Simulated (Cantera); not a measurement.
# Ignition delay

Mixture: 11.2 % CH4, 0.448 % H2, 14.1 % O2, 73.6 % N2, 0.639 % C2H6, equivalence ratio 1.8, at 1.01 bar, adiabatic and at constant volume. Ignition delay is the time to a rise of 400 K.

Detailed kinetics in Cantera: GRI-Mech 3.0 (53 species, 325 reactions).

| T0 (K) | delay (ms) |
|---|---|
| 1098 | 40.6 |
| 1198 | 13.5 |
| 1298 | 4.52 |
| 1398 | 1.51 |
| 1498 | 0.533 |
| 1598 | 0.211 |

apparent activation energy between 1398 and 1598 K: 180 kJ/mol
